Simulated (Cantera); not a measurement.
Input (Python, Cantera) and output of one run.

```python
import numpy as np
import cantera as ct

gas_names = """
    CL CL2 H HCL H2 N NH NH2 NH3 N2 N2H2 N2H4 Si SiCL SiCL2 SiCL3 SiCL4 SiH SiHCL3 SiH2 SiH2CL2 SiH3
    SiH3CL SiH4 SiN Si2 Si2N Si3
""".split()
cond_names = """
    NH4CL(a) NH4CL(b) Si(cr) Si(L) Si3N4(a)
""".split()


# ... load() reads the species with a 1 bar reference pressure and builds the phases ...
atoms = {
    'SiHCl3': {'Si': 1, 'H': 1, 'CL': 3},
    'NH3': {'N': 1, 'H': 3},
}
top_T = {'Si3N4(a)': 2400}  # K; cautious upper limits of use, not melting points


# ... equilibrate(T, P, feed) seeds the gas with the atoms and calls Mixture.equilibrate('TP', solver="vcs", rtol=1e-11, max_steps=5000) ...
results = []
T = 1075  # K
P = 36000  # Pa
for m in [4.1, 6.6, 9.2, 12, 14, 17, 19, 22, 24, 27, 29, 32]:
    feed = {'SiHCl3': 1, 'NH3': m}  # mol
    mix = equilibrate(T, P, feed)
    results.append((T, P, feed, dict(zip(mix.species_names, mix.species_moles))))
    x = sorted(zip(gas.X, gas.species_names), reverse=True)
    print(f"T = {T:g} K  P = {P:g} Pa  n(NH3) = {m:g} mol  gas = {mix.phase_moles(0):.4g} mol")
    print("   x: " + "  ".join(f"{s} {v:.3e}" for v, s in x if v > 1e-05))
    print("   condensed (mol): " + ("  ".join(f"{mix.phase(i).name} {mix.phase_moles(i):.4g}"
          for i in range(1, mix.n_phases) if mix.phase_moles(i) > 1e-12) or "none"))
```

Result:

```
T = 1075 K  P = 36000 Pa  n(NH3) = 4.1 mol  gas = 9.5 mol
   x: H2 5.627e-01  HCL 2.743e-01  N2 1.526e-01  SiCL4 1.016e-02  SiHCL3 2.589e-04  SiCL3 2.452e-05  NH3 2.172e-05
   condensed (mol): Si3N4(a) 0.3003
T = 1075 K  P = 36000 Pa  n(NH3) = 6.6 mol  gas = 14.52 mol
   x: H2 6.170e-01  HCL 1.982e-01  N2 1.827e-01  SiCL4 2.040e-03  SiHCL3 7.892e-05  NH3 2.729e-05
   condensed (mol): Si3N4(a) 0.323
T = 1075 K  P = 36000 Pa  n(NH3) = 9.2 mol  gas = 19.73 mol
   x: H2 6.499e-01  N2 1.998e-01  HCL 1.497e-01  SiCL4 5.643e-04  NH3 3.085e-05  SiHCL3 3.044e-05
   condensed (mol): Si3N4(a) 0.3294
T = 1075 K  P = 36000 Pa  n(NH3) = 12 mol  gas = 25.33 mol
   x: H2 6.715e-01  N2 2.107e-01  HCL 1.176e-01  SiCL4 1.944e-04  NH3 3.327e-05  SiHCL3 1.379e-05
   condensed (mol): Si3N4(a) 0.3316
T = 1075 K  P = 36000 Pa  n(NH3) = 14 mol  gas = 29.33 mol
   x: H2 6.820e-01  N2 2.160e-01  HCL 1.018e-01  SiCL4 1.041e-04  NH3 3.449e-05
   condensed (mol): Si3N4(a) 0.3322
T = 1075 K  P = 36000 Pa  n(NH3) = 17 mol  gas = 35.33 mol
   x: H2 6.935e-01  N2 2.217e-01  HCL 8.470e-02  SiCL4 4.738e-05  NH3 3.583e-05
   condensed (mol): Si3N4(a) 0.3327
T = 1075 K  P = 36000 Pa  n(NH3) = 19 mol  gas = 39.33 mol
   x: H2 6.992e-01  N2 2.246e-01  HCL 7.614e-02  NH3 3.650e-05  SiCL4 3.018e-05
   condensed (mol): Si3N4(a) 0.3329
T = 1075 K  P = 36000 Pa  n(NH3) = 22 mol  gas = 45.33 mol
   x: H2 7.059e-01  N2 2.279e-01  HCL 6.611e-02  NH3 3.730e-05  SiCL4 1.665e-05
   condensed (mol): Si3N4(a) 0.333
T = 1075 K  P = 36000 Pa  n(NH3) = 24 mol  gas = 49.33 mol
   x: H2 7.095e-01  N2 2.297e-01  HCL 6.076e-02  NH3 3.773e-05  SiCL4 1.171e-05
   condensed (mol): Si3N4(a) 0.3331
T = 1075 K  P = 36000 Pa  n(NH3) = 27 mol  gas = 55.33 mol
   x: H2 7.138e-01  N2 2.319e-01  HCL 5.419e-02  NH3 3.827e-05
   condensed (mol): Si3N4(a) 0.3332
T = 1075 K  P = 36000 Pa  n(NH3) = 29 mol  gas = 59.33 mol
   x: H2 7.163e-01  N2 2.331e-01  HCL 5.054e-02  NH3 3.856e-05
   condensed (mol): Si3N4(a) 0.3332
T = 1075 K  P = 36000 Pa  n(NH3) = 32 mol  gas = 65.33 mol
   x: H2 7.194e-01  N2 2.347e-01  HCL 4.590e-02  NH3 3.894e-05
   condensed (mol): Si3N4(a) 0.3332
```

Cantera equilibrium calculation (NASA polynomials, part measured and part estimated; ideal gas, pure solids and liquids). The tables' values for SiCl3 are old estimates; treat these amounts as uncertain.
